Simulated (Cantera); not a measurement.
**Thermodynamics of silicon nitride deposition, feed trisilylamine + NH₃ + H₂**

Input: 1 mol trisilylamine, 41 mol NH₃, 2.1 mol H₂, held at 14.0 Pa.

These are equilibrium values from Cantera (NASA tables, ideal gas, pure condensed phases), not measurements of a reactor. Candidate condensed phases: Si, Si₃N₄; 18 gas species. The feed counts by its element totals alone. The tables' values for SiN are old estimates; treat these amounts as uncertain. Gases not in the tables: Si₂H₆ and higher silanes. Rates play no part.

From 1052 °C to 1202 °C the condensed part is Si₃N₄(s). From 1252 °C to 1402 °C the condensed part is Si(s). From 1452 °C to 1502 °C the condensed part is Si(l). At 1552 °C nothing is condensed. The main Si-bearing gas is Si throughout.

| T (°C) | log p H₂ | log p N₂ | log p H | log p Si | log p SiH | log p Si₂ | log p Si₂N | n Si₃N₄(s) | n Si(s) | n Si(l) |
|---|---|---|---|---|---|---|---|---|---|---|
| 1052 | -3.96 | -4.52 | -7.77 | -11.03 | -12.15 | -15.54 | -13.75 | 1.000 | 0 | 0 |
| 1102 | -3.96 | -4.52 | -7.45 | -10.04 | -11.27 | -14.01 | -12.48 | 1.000 | 0 | 0 |
| 1152 | -3.96 | -4.52 | -7.15 | -9.12 | -10.45 | -12.58 | -11.31 | 1.000 | 0 | 0 |
| 1202 | -3.96 | -4.52 | -6.87 | -8.26 | -9.69 | -11.25 | -10.21 | 0.999 | 0 | 0 |
| 1252 | -3.97 | -4.48 | -6.61 | -7.72 | -9.25 | -10.54 | -9.71 | 0 | 2.99 | 0 |
| 1302 | -3.97 | -4.48 | -6.37 | -7.24 | -8.85 | -9.91 | -9.29 | 0 | 2.96 | 0 |
| 1352 | -3.97 | -4.48 | -6.14 | -6.79 | -8.48 | -9.32 | -8.90 | 0 | 2.89 | 0 |
| 1402 | -3.98 | -4.48 | -5.92 | -6.36 | -8.13 | -8.77 | -8.53 | 0 | 2.71 | 0 |
| 1452 | -3.98 | -4.49 | -5.72 | -5.99 | -7.83 | -8.32 | -8.25 | 0 | 0 | 2.32 |
| 1502 | -3.99 | -4.49 | -5.53 | -5.66 | -7.56 | -7.91 | -8.01 | 0 | 0 | 1.51 |
| 1552 | -4.00 | -4.50 | -5.36 | -5.36 | -7.34 | -7.57 | -7.83 | 0 | 0 | 0 |
log p: log10 of the partial pressure in bar; n: condensed amount in mol.
